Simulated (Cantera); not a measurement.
An adiabatic, constant-pressure homogeneous reactor starts with H₂ : O₂ : N₂ = 1 : 0.278 : 1.04 (molar parts), equivalence ratio 1.8, at 1625 K and 1350 Torr. Integrator tolerance rtol = 1e-08.

Detailed kinetics in Cantera: the H2/O2 subset of GRI-Mech 3.0, which has no nitrogen chemistry.

Question: What does this change do: pressure from 1350 Torr to 760 Torr?

Answer: 
| quantity | before | after |
|---|---|---|
| time of steepest temperature rise | 5.32 µs | 9.36 µs |
| temperature at 2.00 s | 2917 K | 2868 K |
| equilibrium temperature | 2917 K | 2868 K |
| x(H₂) at 2.00 s | 0.202 (gas-phase equilibrium 0.202) | 0.200 (gas-phase equilibrium 0.200) |
| x(O₂) at 2.00 s | 0.000935 (gas-phase equilibrium 0.000935) | 0.00116 (gas-phase equilibrium 0.00116) |
| x(O) at 2.00 s | 0.00194 (gas-phase equilibrium 0.00194) | 0.00240 (gas-phase equilibrium 0.00240) |
| x(HO₂) at 2.00 s | 1.13e-6 (gas-phase equilibrium 1.13e-6) | 1.04e-6 (gas-phase equilibrium 1.04e-6) |
| x(H₂O) at 2.00 s | 0.245 (gas-phase equilibrium 0.245) | 0.242 (gas-phase equilibrium 0.242) |
| x(H₂O₂) at 2.00 s | 1.53e-7 (gas-phase equilibrium 1.53e-7) | 1.17e-7 (gas-phase equilibrium 1.17e-7) |
| x(H) at 2.00 s | 0.0410 (gas-phase equilibrium 0.0410) | 0.0463 (gas-phase equilibrium 0.0463) |

Question: What does this change do: pressure from 1350 Torr to 7500 Torr?

Answer: 
| quantity | before | after |
|---|---|---|
| time of steepest temperature rise | 5.32 µs | 1.00 µs |
| temperature at 2.00 s | 2917 K | 3049 K |
| equilibrium temperature | 2917 K | 3049 K |
| x(H₂) at 2.00 s | 0.202 (gas-phase equilibrium 0.202) | 0.207 (gas-phase equilibrium 0.207) |
| x(O₂) at 2.00 s | 0.000935 (gas-phase equilibrium 0.000935) | 0.000423 (gas-phase equilibrium 0.000423) |
| x(O) at 2.00 s | 0.00194 (gas-phase equilibrium 0.00194) | 0.000874 (gas-phase equilibrium 0.000874) |
| x(HO₂) at 2.00 s | 1.13e-6 (gas-phase equilibrium 1.13e-6) | 1.25e-6 (gas-phase equilibrium 1.25e-6) |
| x(H₂O) at 2.00 s | 0.245 (gas-phase equilibrium 0.245) | 0.254 (gas-phase equilibrium 0.254) |
| x(H₂O₂) at 2.00 s | 1.53e-7 (gas-phase equilibrium 1.53e-7) | 3.08e-7 (gas-phase equilibrium 3.08e-7) |
| x(H) at 2.00 s | 0.0410 (gas-phase equilibrium 0.0410) | 0.0266 (gas-phase equilibrium 0.0266) |
The hydrogen kinetics of GRI-Mech 3.0 are dated; newer H2 mechanisms differ, most at raised pressure. Above 3000 K some thermodynamic fits are extrapolated.

Question: What does this change do: constant volume in place of constant pressure?

Answer: 
```csv
quantity,before,after
time of steepest temperature rise,5.32 µs,5.25 µs
temperature at 2.00 s,2917 K,3071 K
equilibrium temperature,2917 K,3071 K
x(H₂) at 2.00 s,0.202 (gas-phase equilibrium 0.202),0.200 (gas-phase equilibrium 0.200)
x(O₂) at 2.00 s,0.000935 (gas-phase equilibrium 0.000935),0.00144 (gas-phase equilibrium 0.00144)
x(O) at 2.00 s,0.00194 (gas-phase equilibrium 0.00194),0.00310 (gas-phase equilibrium 0.00310)
x(HO₂) at 2.00 s,1.13e-6 (gas-phase equilibrium 1.13e-6),2.33e-6 (gas-phase equilibrium 2.33e-6)
x(H₂O) at 2.00 s,0.245 (gas-phase equilibrium 0.245),0.235 (gas-phase equilibrium 0.235)
x(H₂O₂) at 2.00 s,1.53e-7 (gas-phase equilibrium 1.53e-7),3.03e-7 (gas-phase equilibrium 3.03e-7)
x(H) at 2.00 s,0.0410 (gas-phase equilibrium 0.0410),0.0499 (gas-phase equilibrium 0.0499)
```
Above 3000 K some thermodynamic fits are extrapolated.
